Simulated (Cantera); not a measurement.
A freely propagating, adiabatic, planar premixed flame of CH3OH : O2 : N2 = 1 : 1.36 : 4.91 (molar parts), equivalence ratio 1.1, unburnt at 375 K and 1.18 atm; mixture-averaged transport, grid criteria slope 0.08 and curve 0.16, no radiation.

Computed with Cantera and GRI-Mech 3.0 (53 species, 325 reactions). GRI-Mech 3.0 was tuned for natural gas; its chemistry of methanol as a main component is partial and can be far from experiment. Burning velocities carry a grid error of a few per cent, more on coarse grids.

**Question.** How do the results move with these cheaper or finer settings: unity-Lewis-number transport; multicomponent transport; multicomponent+Soret transport; grid criteria slope 0.5, curve 1; grid criteria slope 0.25, curve 0.5; grid criteria slope 0.03, curve 0.06?

**Answer.** 
| setting | laminar burning velocity | thermal thickness | peak x(CH4) | peak x(O) | grid points |
|---|---|---|---|---|---|
| as above | 69.7 cm/s | 0.239 mm | 0.000172 | 0.00373 | 130 |
| unity-Lewis-number transport | 47.5 cm/s | 0.322 mm | 0.000160 | 0.00421 | 134 |
| multicomponent transport | 69.9 cm/s | 0.243 mm | 0.000173 | 0.00374 | 132 |
| multicomponent+Soret transport | 68.2 cm/s | 0.246 mm | 0.000164 | 0.00373 | 132 |
| grid criteria slope 0.5, curve 1 | 80.3 cm/s | 0.263 mm | 0.000175 | 0.00410 | 38 |
| grid criteria slope 0.25, curve 0.5 | 73.6 cm/s | 0.247 mm | 0.000173 | 0.00389 | 63 |
| grid criteria slope 0.03, curve 0.06 | 67.8 cm/s | 0.238 mm | 0.000169 | 0.00367 | 331 |
The base run took very roughly 21 core-seconds.
Unity Lewis numbers drop preferential diffusion, which matters most where H2 and H carry the flame; Soret adds thermal diffusion.
